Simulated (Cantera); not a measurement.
An adiabatic, constant-volume homogeneous reactor starts with H2 : O2 : N2 = 1 : 0.676 : 2.54 (molar parts), equivalence ratio 0.74, at 973 K and 5.00 bar.

Model: GRI-Mech 3.0 (53 species, 325 reactions), integrated in Cantera. The hydrogen kinetics of GRI-Mech 3.0 are dated; newer H2 mechanisms differ, most at raised pressure.

### Question
Predict: time of steepest temperature rise; temperature at 2.00 s; equilibrium temperature; x(H2) at 2.00 s; x(O2) at 2.00 s; x(NO) at 2.00 s; x(H2O2) at 2.00 s; x(H) at 2.00 s; x(H2O) at 2.00 s.

### Answer
* **time of steepest temperature rise**: 24.0 ms
* **temperature at 2.00 s**: 2820 K
* **equilibrium temperature**: 2820 K
* **x(H2) at 2.00 s**: 0.00836 (gas-phase equilibrium 0.00836)
* **x(O2) at 2.00 s**: 0.0378 (gas-phase equilibrium 0.0378)
* **x(NO) at 2.00 s**: 0.0148 (gas-phase equilibrium 0.0148)
* **x(H2O2) at 2.00 s**: 2.24e-6 (gas-phase equilibrium 2.24e-6)
* **x(H) at 2.00 s**: 0.00225 (gas-phase equilibrium 0.00225)
* **x(H2O) at 2.00 s**: 0.247 (gas-phase equilibrium 0.247)
